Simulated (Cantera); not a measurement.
An isothermal, constant-pressure homogeneous reactor starts with NO : N2 = 1 : 1.5 (molar parts), at 2200 K and 1.00 bar. Integrator tolerance rtol = 1e-08.

Detailed kinetics in Cantera: GRI-Mech 3.0 (53 species, 325 reactions).

Question: What does this change do: temperature 2200 to 1498 K?

Answer: 
| quantity | before | after |
|---|---|---|
| x(NO) at 80.0 s | 0.0122 (gas-phase equilibrium 0.0122) | 0.253 (gas-phase equilibrium 0.00120) |
| x(NO2) at 80.0 s | 1.49e-5 (gas-phase equilibrium 1.49e-5) | 0.000804 (gas-phase equilibrium 6.25e-6) |
| x(O) at 80.0 s | 0.00120 (gas-phase equilibrium 0.00120) | 1.09e-6 (gas-phase equilibrium 1.77e-6) |
| x(N2O) at 80.0 s | 6.81e-7 (gas-phase equilibrium 6.81e-7) | 2.13e-5 (gas-phase equilibrium 7.39e-8) |
| x(N2) at 80.0 s | 0.793 (gas-phase equilibrium 0.793) | 0.674 (gas-phase equilibrium 0.799) |

Question: What does this change do: temperature 2200 to 1575 K?

Answer: 
```tsv
quantity	before	after
x(NO) at 80.0 s	0.0122 (gas-phase equilibrium 0.0122)	0.156 (gas-phase equilibrium 0.00171)
x(NO2) at 80.0 s	1.49e-5 (gas-phase equilibrium 1.49e-5)	0.000511 (gas-phase equilibrium 7.15e-6)
x(O) at 80.0 s	0.00120 (gas-phase equilibrium 0.00120)	3.78e-6 (gas-phase equilibrium 4.81e-6)
x(N2O) at 80.0 s	6.81e-7 (gas-phase equilibrium 6.81e-7)	8.60e-6 (gas-phase equilibrium 1.03e-7)
x(N2) at 80.0 s	0.793 (gas-phase equilibrium 0.793)	0.722 (gas-phase equilibrium 0.799)
```
